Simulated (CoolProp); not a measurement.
Vapour-liquid equilibrium of R1234yf (1) + R227EA (2) at 289.5 K; x and y are mole fractions of (1).

Model: multi-fluid Helmholtz-energy mixture model, Lemmon 2022 and Lemmon 2016; pair parameters Bell 2016, in CoolProp.

### Question
Give the bubble pressure and the first vapour's composition at x = 0.05, 0.2, 0.35. Is there an azeotrope?

### Answer
x = 0.05: 0.3555 MPa, y = 0.072; x = 0.2: 0.3837 MPa, y = 0.267; x = 0.35: 0.4112 MPa, y = 0.438. No azeotrope shows between x = 0.05 and 0.95.

The pair parameters rest on a limited set of measurements; away from them the model extrapolates.
